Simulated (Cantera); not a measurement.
An isothermal, constant-pressure homogeneous reactor starts with C2H6 : N2 = 1 : 9.5 (molar parts), at 1450 K and 12.8 Torr. Integrator tolerance rtol = 1e-08.

Model: GRI-Mech 3.0 (53 species, 325 reactions), integrated in Cantera. GRI-Mech 3.0 stops at C3 and has no aromatics, soot or wall deposition, so with more carbon than oxygen in the feed, carbon stays in small species such as C2H2 where larger ones or solid carbon would form. Radical loss at walls, strong at low pressure, is not modelled.

Q: What does this change do: pressure from 12.8 Torr to 0.308 Torr?

A: 
```
quantity                                            before                                     after
-----------------  ---------------------------------------  ----------------------------------------
x(C2H6) at 20.0 s  2.37e-6 (gas-phase equilibrium 1.77e-9)  1.42e-6 (gas-phase equilibrium 1.04e-12)
x(H2) at 20.0 s        0.130 (gas-phase equilibrium 0.160)       0.119 (gas-phase equilibrium 0.160)
x(CH3) at 20.0 s   5.28e-5 (gas-phase equilibrium 1.18e-6)  0.000205 (gas-phase equilibrium 1.83e-7)
x(C2H2) at 20.0 s    0.0704 (gas-phase equilibrium 0.0398)     0.0669 (gas-phase equilibrium 0.0399)
x(H) at 20.0 s     1.52e-5 (gas-phase equilibrium 2.92e-5)  4.08e-5 (gas-phase equilibrium 0.000188)
```

Q: What does this change do: pressure from 12.8 Torr to 0.450 bar?

A: 
| quantity | before | after |
|---|---|---|
| x(C2H6) at 20.0 s | 2.37e-6 (gas-phase equilibrium 1.77e-9) | 2.19e-6 (gas-phase equilibrium 1.01e-6) |
| x(H2) at 20.0 s | 0.130 (gas-phase equilibrium 0.160) | 0.142 (gas-phase equilibrium 0.149) |
| x(CH3) at 20.0 s | 5.28e-5 (gas-phase equilibrium 1.18e-6) | 8.57e-6 (gas-phase equilibrium 5.46e-6) |
| x(C2H2) at 20.0 s | 0.0704 (gas-phase equilibrium 0.0398) | 0.0730 (gas-phase equilibrium 0.0370) |
| x(H) at 20.0 s | 1.52e-5 (gas-phase equilibrium 2.92e-5) | 5.17e-6 (gas-phase equilibrium 5.48e-6) |
